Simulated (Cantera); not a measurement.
Input (Python, Cantera) and output of one run.

```python
import numpy as np
import cantera as ct

gas_names = """
    CL CL2 H HCL H2 N NH NH2 NH3 N2 N2H2 N2H4 Si SiCL SiCL2 SiCL3 SiCL4 SiH SiHCL3 SiH2 SiH2CL2 SiH3
    SiH3CL SiH4 SiN Si2 Si2N Si3
""".split()
cond_names = """
    NH4CL(a) NH4CL(b) Si(cr) Si(L) Si3N4(a)
""".split()


def load(file, names, dense=False):
    # The tables refer to 1 bar. Condensed volumes are neglected.
    table = {s.name: s for s in ct.Species.list_from_file(file)}
    out = []
    for n in names:
        d = dict(table[n].input_data)
        d["thermo"] = dict(d["thermo"], **{"reference-pressure": 1e5})
        if dense:
            d["equation-of-state"] = {"model": "constant-volume", "density": "1e6 g/cm^3"}
        out.append(ct.Species.from_dict(d))
    return out


gas = ct.Solution(thermo="ideal-gas", species=load("nasa_gas.yaml", gas_names))
cond = {s.name: ct.Solution(thermo="fixed-stoichiometry", species=[s], name=s.name)
        for s in load("nasa_condensed.yaml", cond_names, dense=True)}
atoms = {
    'SiH2Cl2': {'Si': 1, 'H': 2, 'CL': 2},
    'N2': {'N': 2},
    'H2': {'H': 2},
}
top_T = {'Si3N4(a)': 2400}  # K; cautious upper limits of use, not melting points


def equilibrate(T, P, feed):
    n = {}
    for name, mol in feed.items():
        for a, k in atoms[name].items():
            n[a] = n.get(a, 0.0) + k * mol
    gas.TPX = T, P, n
    mass = sum(n.values()) * gas.mean_molecular_weight
    gas.equilibrate("TP")
    valid = [c for c in cond.values() if c.min_temp <= T <= top_T.get(c.name, c.max_temp)]
    mix = ct.Mixture([(gas, mass / gas.mean_molecular_weight)] + [(c, 0.0) for c in valid])
    mix.T, mix.P = T, P
    mix.equilibrate("TP", solver="vcs", rtol=1e-11, max_steps=5000)
    return mix


results = []
feed = {'SiH2Cl2': 1, 'N2': 14, 'H2': 0.68}  # mol
P = 700  # Pa
for T in [1425, 1475, 1525, 1575, 1625, 1675, 1725, 1775, 1825, 1875, 1925, 1975, 2025]:
    mix = equilibrate(T, P, feed)
    results.append((T, P, feed, dict(zip(mix.species_names, mix.species_moles))))

top = {s: max(r[3][s] / sum(r[3][g] for g in gas_names) for r in results) for s in gas_names}
cols = sorted((s for s in top if top[s] > 1e-05), key=lambda s: -top[s])[:9]
seen = [c for c in cond_names if any(r[3].get(c, 0) > 1e-12 for r in results)]
print("log10 of partial pressures in bar; condensed amounts in mol")
print(f"{'T/K':>10s}" + "".join(f"{s[:9]:>10s}" for s in cols + seen))
for T, P, feed, n in results:
    ng = sum(n[g] for g in gas_names)
    print(f"{T:10.4g}" + "".join(f"{np.log10(max(n[s] / ng * P / 1e5, 1e-99)):10.3f}" for s in cols)
          + "".join(f"{n.get(c, 0):10.4g}" for c in seen))
```

It prints:

```
log10 of partial pressures in bar; condensed amounts in mol
       T/K        N2       HCL        H2     SiCL2        Si         H      SiCL        CL     SiCL3     Si(L)  Si3N4(a)
      1425    -2.233    -3.150    -3.424    -4.241   -10.637    -6.878    -8.921    -6.691    -5.062         0    0.2786
      1475    -2.233    -3.192    -3.391    -4.033    -9.779    -6.583    -8.318    -6.474    -5.061         0    0.2531
      1525    -2.233    -3.246    -3.356    -3.875    -8.978    -6.304    -7.774    -6.290    -5.116         0    0.2234
      1575    -2.233    -3.311    -3.321    -3.758    -8.229    -6.042    -7.280    -6.132    -5.211         0    0.1926
      1625    -2.233    -3.384    -3.291    -3.671    -7.526    -5.797    -6.829    -5.994    -5.334         0    0.1632
      1675    -2.232    -3.462    -3.265    -3.606    -6.867    -5.568    -6.413    -5.872    -5.475         0    0.1364
      1725    -2.232    -3.544    -3.245    -3.557    -6.246    -5.354    -6.028    -5.763    -5.626         0    0.1128
      1775    -2.232    -3.627    -3.229    -3.521    -5.660    -5.153    -5.670    -5.665    -5.782         0   0.09142
      1825    -2.232    -3.622    -3.237    -3.531    -5.342    -4.975    -5.472    -5.477    -5.879    0.2738         0
      1875    -2.232    -3.613    -3.242    -3.538    -5.043    -4.804    -5.283    -5.296    -5.964    0.2674         0
      1925    -2.233    -3.606    -3.247    -3.546    -4.759    -4.643    -5.106    -5.126    -6.047    0.2501         0
      1975    -2.235    -3.601    -3.254    -3.555    -4.490    -4.491    -4.938    -4.964    -6.129    0.2142         0
      2025    -2.237    -3.598    -3.263    -3.567    -4.235    -4.347    -4.781    -4.812    -6.211    0.1476         0
```

Method: chemical equilibrium by Gibbs-energy minimisation in Cantera with the NASA 1993 tables (ideal gas, pure condensed phases). N2 is the only nitrogen source here; it is nearly inert below about 1500 K, so the nitride shown seldom forms there in practice. The tables' values for SiCl, SiCl3, SiN are old estimates; treat these amounts as uncertain.
